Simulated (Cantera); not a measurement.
Input: 1 mol V, 0.65 mol O₂, 4.3 mol N₂, at 2723 K and 1330 Pa.

Equilibrium computed with Cantera from the NASA thermochemical tables; the gas is ideal and each condensed phase is pure. Candidate condensed phases: V, VN, VO, V₂O₃, V₂O₄, V₂O₅; 13 gas species. Rates play no part.

Base state: N₂ 0.810, VO 0.0921, VO₂ 0.0759, V 0.0205, O 0.000923, NO 0.000195, N 1.52e-5 (mole fractions); condensed: gas only.

Question: What changes in the equilibrium state with this change: temperature from 2723 K to 2473 K?

Answer: 
```
species       before     after
----------  --------  --------
N₂             0.810     0.903
VO₂           0.0759    0.0648
VO            0.0921    0.0297
V             0.0205   0.00205
N            1.52e-5   1.87e-6
O           0.000923  0.000158
NO          0.000195   7.36e-5
VO(l), mol         0     0.540
```
VO: taken at fixed stoichiometry.
